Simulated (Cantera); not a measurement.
A closed system holds: 1 mol SiCl₄, a varied amount of Cl₂, 21 mol H₂, equilibrated at 677 °C and 0.00133 bar.

Method: chemical equilibrium by Gibbs-energy minimisation in Cantera with the NASA 1993 tables (ideal gas, pure condensed phases). Candidate condensed phases: Si; 19 gas species. The tables' values for SiCl₃ are old estimates; treat these amounts as uncertain. Rates play no part.

log p: log10 of the partial pressure in bar; n: condensed amount in mol.

| n(Cl₂) (mol) | log p H₂ | log p HCl | log p SiCl₄ | log p SiHCl₃ | log p SiCl₂ | n Si(s) |
|---|---|---|---|---|---|---|
| 0.011 | -2.91 | -4.40 | -4.36 | -5.20 | -5.72 | 0.109 |
| 0.017 | -2.91 | -4.40 | -4.36 | -5.20 | -5.72 | 0.106 |
| 0.026 | -2.91 | -4.40 | -4.36 | -5.20 | -5.72 | 0.101 |
| 0.041 | -2.91 | -4.40 | -4.35 | -5.19 | -5.71 | 0.0939 |
| 0.063 | -2.91 | -4.40 | -4.35 | -5.19 | -5.71 | ? |
| 0.098 | -2.91 | -4.40 | -4.34 | -5.18 | -5.71 | ? |
| 0.15 | -2.91 | -4.40 | -4.33 | -5.18 | -5.70 | ? |
| 0.23 | -2.91 | -4.39 | -4.31 | -5.16 | -5.69 | ? |
| 0.36 | -2.91 | -4.28 | -4.29 | -5.26 | -5.90 | 0 |
| 0.56 | -2.92 | -4.14 | -4.27 | -5.39 | -6.18 | 0 |
| 0.86 | -2.93 | -3.98 | -4.26 | -5.55 | -6.49 | 0 |

Problem. Some entries are withheld; supply them.

Solution. 
- 0.063, n Si(s): 0.0831
- 0.098, n Si(s): 0.0657
- 0.15, n Si(s): 0.0400
- 0.23, n Si(s): 0.000311
